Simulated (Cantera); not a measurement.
Feed: 1 mol B2O3, 0.21 mol H2O, 56 mol H2, equilibrated at 1800 °C and 0.133 bar.

Equilibrium computed with Cantera from the NASA thermochemical tables; the gas is ideal and each condensed phase is pure. Candidate condensed phases: B, B2O3, B3O3H3, H2O; 23 gas species. Equilibrium is a limit: real reactors are often held back by kinetics, nucleation or transport.

Base state: H2 0.956, HBO 0.0142, HBO2 0.0122, H 0.00704, H2O 0.00585, B2O3 0.00298, BO 0.00142, B2O2 0.000515 (mole fractions); condensed: gas only.

### Question
What changes in the equilibrium state with this change: temperature from 1800 °C to 727 °C?

### Answer
```tsv
species	before	after
H2	0.956	0.996
H2O	0.00585	0.00373
HBO2	0.0122	4.39e-6
HBO	0.0142	5.91e-9
B2O3	0.00298	<1e-9
BO	0.00142	<1e-9
H	0.00704	6.20e-9
B2O2	0.000515	<1e-9
BO2	1.23e-5	<1e-9
B2O3(l), mol	0	1.000
```
Gases not in the tables: H3BO3.
